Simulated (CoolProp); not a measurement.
A single-stage vapour-compression cycle with the fluid: evaporating at 273.15 K (dew point), condensing at 307.15 K (bubble point), superheat 5 K, subcooling 2 K, compressor efficiency 0.75, no pressure losses. The same conditions are run with several fluids, on thermodynamics alone (safety and materials aside).

Values from CoolProp's reference Helmholtz-energy equation of state of each fluid (propylene: Lemmon 2013; sulfur hexafluoride: Guder 2009; R407C: Lemmon 2003; R124: de Vries 1995; ammonia: Gao 2020; n-perfluoropentane: Gao 2022). Blends and air are pseudo-pure fits.

```tsv
fluid	cooling COP	pressure ratio	discharge temperature (K)	refrigerating effect (kJ/kg)	volumetric capacity (kJ/m³)
propylene	5.05	2.46	327.4	[?]	3640
sulfur hexafluoride	[?]	2.32	[?]	51.2	5140
R407C	[?]	3.27	337.3	167	3190
R124	5.23	3.07	317.8	128	1300
ammonia	5.22	3.06	379.7	1120	3790
n-perfluoropentane	4.87	4.00	307.1	69.7	266
```

Task: Fill in the missing entries.

Result: 
- propylene, refrigerating effect (kJ/kg): 303
- sulfur hexafluoride, cooling COP: 3.84
- sulfur hexafluoride, discharge temperature (K): 316.4
- R407C, cooling COP: 4.22

The compression ends wet for: n-perfluoropentane.
